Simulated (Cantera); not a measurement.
A Cantera script and its output.

```python
import numpy as np
import cantera as ct

gas = ct.Solution("h2o2.yaml")
gas.TPX = 1423, 520, {'H2': 0.41, 'O2': 1}
inlet = ct.Reservoir(gas, clone=True)

reactor = ct.IdealGasConstPressureReactor(gas, energy="off", clone=False)
exhaust = ct.Reservoir(gas, clone=True)
tau = [16, 3.9, 0.98, 0.24, 0.061, 0.015, 0.0038, 0.00095, 0.00024][0]
for a, b in ((inlet, reactor), (reactor, exhaust)):
    ct.MassFlowController(a, b, mdot=lambda t: reactor.mass / tau)
net = ct.ReactorNet([reactor])
show = ['H2', 'O2', 'O', 'OH', 'HO2', 'H', 'H2O2']

rows = []
print(f"{'tau/s':>10s}{'T/K':>9s}" + "".join(f"{s:>11s}" for s in show))
for tau in [16, 3.9, 0.98, 0.24, 0.061, 0.015, 0.0038, 0.00095, 0.00024]:
    net.initial_time = 0.0
    net.advance(30 * tau)
    before = gas.X
    net.advance(40 * tau)
    drift = np.max(np.abs(gas.X - before) / (gas.X + 1e-9))
    rows.append([gas.T, *gas[show].X, drift])
    print(f"{tau:10.3e}{gas.T:9.1f}" + "".join(f"{x:11.3e}" for x in gas[show].X))
```

It prints:

```
     tau/s      T/K         H2         O2          O         OH        HO2          H       H2O2
 1.600e+01   1423.0  7.163e-04  6.554e-01  2.847e-03  4.800e-03  9.909e-07  4.571e-04  4.656e-08
 3.900e+00   1423.0  1.814e-03  6.504e-01  7.272e-03  7.622e-03  1.688e-06  1.868e-03  7.215e-08
 9.800e-01   1423.0  4.340e-03  6.392e-01  1.771e-02  1.171e-02  2.380e-06  7.112e-03  1.019e-07
 2.400e-01   1423.0  9.510e-03  6.147e-01  4.051e-02  1.702e-02  2.743e-06  2.458e-02  1.239e-07
 6.100e-02   1423.0  1.595e-02  5.787e-01  7.288e-02  2.129e-02  2.610e-06  5.887e-02  1.210e-07
 1.500e-02   1423.0  2.073e-02  5.541e-01  9.428e-02  2.317e-02  2.382e-06  8.718e-02  1.109e-07
 3.800e-03   1423.0  2.741e-02  5.504e-01  9.648e-02  2.440e-02  2.283e-06  9.715e-02  1.115e-07
 9.500e-04   1423.0  4.904e-02  5.654e-01  8.214e-02  2.635e-02  2.193e-06  9.622e-02  1.219e-07
 2.400e-04   1423.0  1.210e-01  6.124e-01  4.828e-02  2.439e-02  1.854e-06  7.263e-02  1.082e-07
```

Model: the H2/O2 subset of GRI-Mech 3.0, which has no nitrogen chemistry, integrated in Cantera. Radical loss at walls, strong at low pressure, is not modelled. The temperature is held fixed by assumption; the heat of reaction is taken as removed at once.
